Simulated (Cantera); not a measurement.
Input: 1 mol SiH2Cl2, 14 mol N2, 0.68 mol H2, at 7.00 mbar.

Equilibrium computed with Cantera from the NASA thermochemical tables; the gas is ideal and each condensed phase is pure. Candidate condensed phases: NH4Cl, Si, Si3N4; 28 gas species. N2 is the only nitrogen source here; it is nearly inert below about 1500 K, so the nitride shown seldom forms there in practice. The numbers say what is thermodynamically allowed, not how fast it happens.

Problem. Which condensed phases are stable at each of these points (T (K)): 1425, 1475, 1525, 1575, 1625, 1675, 1725, 1775, 1825, 1875, 1925, 1975, 2025?

Solution. 
```csv
T (K),condensed phases,Si condensed (%)
1425,Si3N4(s),83.6
1475,Si3N4(s),75.9
1525,Si3N4(s),67.0
1575,Si3N4(s),57.8
1625,Si3N4(s),49.0
1675,Si3N4(s),40.9
1725,Si3N4(s),33.9
1775,Si3N4(s),27.4
1825,Si(l),27.4
1875,Si(l),26.7
1925,Si(l),25.0
1975,Si(l),21.4
2025,Si(l),14.8
```

From 1425 K to 1775 K the condensed part is Si3N4(s). From 1825 K to 2025 K the condensed part is Si(l).
